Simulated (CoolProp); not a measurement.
Tetrahydrofuran at 298.15 K and 0.00885 MPa is throttled through a valve to 0.00381 MPa with no heat exchange. Each further row changes one setting.

The numbers come from the reference Helmholtz-energy equation of state, Fiedler 2023 in CoolProp.

```
case                         temperature change (K)  final density (kg/m³)
---------------------------  ----------------------  ---------------------
as stated                                      -0.2                    [?]
outlet pressure 0.00114 MPa                     [?]                    [?]
outlet pressure 0.00495 MPa                     [?]                    [?]
```

**Question.** Fill in the missing entries.

**Answer.** 
- as stated, final density (kg/m³): 0.111
- outlet pressure 0.00114 MPa, temperature change (K): -0.3
- outlet pressure 0.00114 MPa, final density (kg/m³): 0.0332
- outlet pressure 0.00495 MPa, temperature change (K): -0.1
- outlet pressure 0.00495 MPa, final density (kg/m³): 0.144
